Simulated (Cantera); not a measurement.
Cantera run:

```python
import numpy as np
import cantera as ct

gas_names = """
    Cr CrO CrO2 CrO3 O O2 O3
""".split()
cond_names = """
    Cr(cr) Cr(L) Cr2O3(s) Cr2O3(L)
""".split()


# ... load() reads the species with a 1 bar reference pressure and builds the phases ...
atoms = {
    'Cr': {'Cr': 1},
    'O2': {'O': 2},
}
top_T = {}  # K; cautious upper limits of use, not melting points


# ... equilibrate(T, P, feed) seeds the gas with the atoms and calls Mixture.equilibrate('TP', solver="vcs", rtol=1e-11, max_steps=5000) ...
results = []
T = 2273  # K
P = 20  # Pa
for m in [0.039, 0.048, 0.059, 0.074, 0.091, 0.11, 0.14, 0.17, 0.21, 0.27, 0.33]:
    feed = {'Cr': 1, 'O2': m}  # mol
    mix = equilibrate(T, P, feed)
    results.append((T, P, feed, dict(zip(mix.species_names, mix.species_moles))))

top = {s: max(r[3][s] / sum(r[3][g] for g in gas_names) for r in results) for s in gas_names}
cols = sorted((s for s in top if top[s] > 1e-06), key=lambda s: -top[s])[:7]
seen = [c for c in cond_names if any(r[3].get(c, 0) > 1e-12 for r in results)]
print("log10 of partial pressures in bar; condensed amounts in mol")
print(f"{'n(O2)':>10s}" + "".join(f"{s[:9]:>10s}" for s in cols + seen))
for T, P, feed, n in results:
    ng = sum(n[g] for g in gas_names)
    print(f"{feed['O2']:10.4g}" + "".join(f"{np.log10(max(n[s] / ng * P / 1e5, 1e-99)):10.3f}" for s in cols)
          + "".join(f"{n.get(c, 0):10.4g}" for c in seen))
```

Output:

```
log10 of partial pressures in bar; condensed amounts in mol
     n(O2)        Cr       CrO      CrO2         O        O2      CrO3
     0.039    -3.733    -4.852    -6.395    -6.189    -7.632   -10.496
     0.048    -3.741    -4.768    -6.219    -6.097    -7.449   -10.228
     0.059    -3.751    -4.687    -6.046    -6.006    -7.265    -9.963
     0.074    -3.764    -4.599    -5.856    -5.904    -7.062    -9.672
     0.091    -3.780    -4.521    -5.685    -5.811    -6.876    -9.408
      0.11    -3.797    -4.452    -5.530    -5.724    -6.703    -9.166
      0.14    -3.825    -4.368    -5.335    -5.613    -6.480    -8.859
      0.17    -3.853    -4.305    -5.180    -5.522    -6.298    -8.613
      0.21    -3.891    -4.242    -5.015    -5.420    -6.094    -8.347
      0.27    -3.951    -4.176    -4.825    -5.295    -5.844    -8.032
      0.33    -4.013    -4.135    -4.680    -5.191    -5.637    -7.783
```

These are equilibrium values from Cantera (NASA tables, ideal gas, pure condensed phases), not measurements of a reactor.
